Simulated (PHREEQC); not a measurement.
**Polishing slurry liquid: speciation**

Dissolve 0.0012 mol/kgw K2CO3, 0.21 mol/kgw KNO3 and 0.25 mol/kgw KH2PO4 at 50 °C. Closed to the air; pH follows from the charge balance.

All values are PHREEQC results (ion-association model, wateq4f.dat), not measurements.

| Quantity | Result |
|---|---|
| pH | 4.65 |
| ionic strength | 0.465 mol/kgw |
| activity of water | 0.984 |
| total alkalinity | 2.40 meq/kg |

```tsv
species	molality	activity	log γ
K+	0.462	0.294	-0.196
H2PO4-	0.246	0.169	-0.164
NO3-	0.210	0.128	-0.217
HPO4-2	0.00259	0.000537	-0.683
CO2	0.00116	0.00129	0.046
H3PO4	0.000653	0.000727	0.046
KHPO4-	0.000449	0.000308	-0.164
HCO3-	4.31e-5	2.95e-5	-0.164
H+	2.93e-5	2.22e-5	-0.120
OH-	3.76e-9	2.35e-9	-0.203
```

Precipitation was switched off in this run. H3PO4, which wateq4f.dat lacks, is added to it with the constant of phreeqc.dat. Away from 25 °C the constants follow the database's enthalpies or fits; those with neither stay at their 25 °C values.
